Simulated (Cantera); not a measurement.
## Stirred combustor or abatement burner

A perfectly stirred reactor is fed with 21.1 % H2, 16.5 % O2, 62.2 % N2, 0.157 % NO, at 9.87 atm; it is adiabatic with a 450 K inlet, and is followed from long to short residence time, starting on the burning branch (τ in s: 0.047, 0.024, 0.012, 0.0062, 0.0031, 0.0016, 0.0008, 0.00041, 0.00021, 0.0001, 5.3e-05).

Computed with Cantera and GRI-Mech 3.0 (53 species, 325 reactions). The hydrogen kinetics of GRI-Mech 3.0 are dated; newer H2 mechanisms differ, most at raised pressure. The mechanism lacks 2 NO + O2 → 2 NO2 and HONO, so NO2 and the effect of NO are under-described below about 1400 K.

```csv
τ (s),T (K),x H2,x O2,x NO,x OH,x H,x N2O,x N2
0.047,2037,0.000129,0.0659,0.00198,0.00163,8.06e-6,7.74e-7,0.695
0.024,2037,0.000146,0.0660,0.00188,0.00168,9.04e-6,8.09e-7,0.695
0.012,2037,0.000177,0.0660,0.00182,0.00175,1.10e-5,8.76e-7,0.695
0.0062,2036,0.000231,0.0660,0.00179,0.00188,1.47e-5,9.86e-7,0.695
0.0031,2034,0.000328,0.0660,0.00177,0.00209,2.22e-5,1.17e-6,0.695
0.0016,2032,0.000480,0.0659,0.00176,0.00240,3.61e-5,1.43e-6,0.695
0.00080,2028,0.000736,0.0659,0.00176,0.00283,6.41e-5,1.74e-6,0.694
0.00041,2022,0.00112,0.0659,0.00175,0.00337,0.000116,2.02e-6,0.694
0.00021,2013,0.00172,0.0659,0.00175,0.00404,0.000215,2.16e-6,0.694
0.00010,1999,0.00276,0.0660,0.00175,0.00493,0.000427,2.13e-6,0.693
5.3e-5,1981,0.00413,0.0663,0.00174,0.00579,0.000767,1.98e-6,0.692
```
x: mole fraction; the columns are a selection and need not sum to one.
